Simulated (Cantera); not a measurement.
A closed system holds: 1 mol Ta, 0.08 mol H2O, a varied amount of H2, at 0.00120 Torr.

Method: chemical equilibrium by Gibbs-energy minimisation in Cantera with the NASA 1993 tables (ideal gas, pure condensed phases). Candidate condensed phases: H2O, Ta, Ta2O5; 12 gas species. Mutual solubility and eutectic melting of coexisting phases are not modelled. Condensed phases not in the tables: N, O or C dissolved in the metal. Rates play no part.

What condenses at these points (T in °C, n(H2) in mol): (1200, 190); (1350, 190); (1350, 110); (1500, 23); (900, 260)?


```json
[
 {"T (°C)": "1200", "n(H2) in mol": "190", "condensed phases": "Ta + Ta2O5", "Ta condensed (%)": "99.9"},
 {"T (°C)": "1350", "n(H2) in mol": "190", "condensed phases": "Ta", "Ta condensed (%)": "97.3"},
 {"T (°C)": "1350", "n(H2) in mol": "110", "condensed phases": "Ta + Ta2O5", "Ta condensed (%)": "97.4"},
 {"T (°C)": "1500", "n(H2) in mol": "23", "condensed phases": "Ta", "Ta condensed (%)": "95.5"},
 {"T (°C)": "900", "n(H2) in mol": "260", "condensed phases": "Ta + Ta2O5", "Ta condensed (%)": "100.0"}
]
```
